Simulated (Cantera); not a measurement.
**Adiabatic ignition**

An adiabatic, constant-pressure homogeneous reactor starts with 24.2 % CO, 0.750 % H2, 0.822 % CH4, 12.8 % O2, 48.1 % N2, 13.3 % H2O, equivalence ratio 1.1, at 1200 K and 1500000 Pa.

Model: GRI-Mech 3.0 (53 species, 325 reactions), integrated in Cantera. The pressure lies above the range GRI-Mech 3.0 was tuned for (to about 10 atm).

| t (s) | T (K) | x CO | x H2 | x CH4 | x OH | x O | x CH2O | x C2H6 |
|---|---|---|---|---|---|---|---|---|
| 1.00e-5 | 1200 | 0.242 | 0.00750 | 0.00822 | 9.37e-9 | 1.40e-8 | 1.35e-8 | 2.61e-10 |
| 2.26e-5 | 1200 | 0.242 | 0.00750 | 0.00822 | 2.38e-8 | 2.21e-8 | 1.02e-7 | 4.91e-9 |
| 5.09e-5 | 1200 | 0.242 | 0.00749 | 0.00822 | 9.67e-8 | 6.29e-8 | 1.25e-6 | 1.35e-7 |
| 0.000115 | 1206 | 0.241 | 0.00740 | 0.00814 | 1.17e-6 | 6.13e-7 | 5.58e-5 | 5.98e-6 |
| 0.000259 | 2670 | 0.0590 | 0.00641 | <1e-12 | 0.00943 | 0.00144 | 2.22e-9 | <1e-12 |
| 0.000585 | 2709 | 0.0539 | 0.00586 | <1e-12 | 0.00838 | 0.00107 | 1.90e-9 | <1e-12 |
| 0.00132 | 2703 | 0.0544 | 0.00593 | <1e-12 | 0.00808 | 0.000997 | 1.94e-9 | <1e-12 |
| 0.00298 | 2701 | 0.0545 | 0.00596 | <1e-12 | 0.00799 | 0.000976 | 1.95e-9 | <1e-12 |
| 0.00672 | 2700 | 0.0545 | 0.00596 | <1e-12 | 0.00798 | 0.000976 | 1.96e-9 | <1e-12 |
| 0.0152 | 2700 | 0.0545 | 0.00596 | <1e-12 | 0.00798 | 0.000976 | 1.96e-9 | <1e-12 |
| 0.0342 | 2700 | 0.0545 | 0.00596 | <1e-12 | 0.00798 | 0.000976 | 1.96e-9 | <1e-12 |
| 0.0772 | 2700 | 0.0545 | 0.00596 | <1e-12 | 0.00798 | 0.000976 | 1.96e-9 | <1e-12 |
| 0.174 | 2700 | 0.0545 | 0.00596 | <1e-12 | 0.00798 | 0.000976 | 1.96e-9 | <1e-12 |
| 0.393 | 2700 | 0.0545 | 0.00596 | <1e-12 | 0.00798 | 0.000976 | 1.96e-9 | <1e-12 |
| 0.886 | 2700 | 0.0545 | 0.00596 | <1e-12 | 0.00798 | 0.000976 | 1.96e-9 | <1e-12 |
| 2.00 | 2700 | 0.0545 | 0.00596 | <1e-12 | 0.00798 | 0.000976 | 1.96e-9 | <1e-12 |
x: mole fraction; the columns are a selection and need not sum to one.

```yaml
time_of_steepest_temperature_rise: 0.248 ms
temperature at 2.00 s: 2700 K
equilibrium_temperature: 2700 K
x(CO) at 2.00 s: 0.0545 (gas-phase equilibrium 0.0545)
x(H2) at 2.00 s: 0.00596 (gas-phase equilibrium 0.00596)
x(CH4) at 2.00 s: <1e-12 (gas-phase equilibrium <1e-12)
```
